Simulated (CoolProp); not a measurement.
Computed with CoolProp (reference Helmholtz-energy equation of state, Lemmon 2006). It is a short technical equation, of lower accuracy than the large ones.

Give the vapour pressure (bar), liquid density (kg/m³), vapour density (kg/m³), enthalpy of vaporisation (kJ/kg) of saturated acetone at 443.9 K.


```csv
T (K),p (bar),liquid density (kg/m³),vapour density (kg/m³),enthalpy of vaporisation (kJ/kg)
443.9,16.8,582,37.6,332
```
